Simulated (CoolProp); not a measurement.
Saturation properties of dodecamethylpentasiloxane (MD3M).

Computed with CoolProp (reference Helmholtz-energy equation of state, Thol 2019).

```csv
T (K),p (MPa),enthalpy of vaporisation (kJ/kg),vapour Z,surface tension (mN/m)
324.1,5.627e-5,168.8,0.9997,16.0
333,0.0001066,165.9,0.9994,15.4
341.8,0.0001921,163.0,0.9991,14.8
350.7,0.0003350,160.1,0.9985,14.3
359.5,0.0005600,157.4,0.9978,13.7
368.4,0.0009109,154.5,0.9968,13.1
377.2,0.001430,151.8,0.9954,12.6
386.1,0.002193,149.0,0.9936,12.0
394.9,0.003264,146.3,0.9913,11.5
403.8,0.004765,143.5,0.9884,10.9
412.6,0.006779,140.8,0.9848,10.4
421.5,0.009489,138.0,0.9805,9.86
430.3,0.01299,135.2,0.9754,9.34
```

It boils at 503.0 K under 1 atm.

Surface tension comes from a separate correlation (Mulero 2014), older than this fluid's equation and unchecked against measurements.
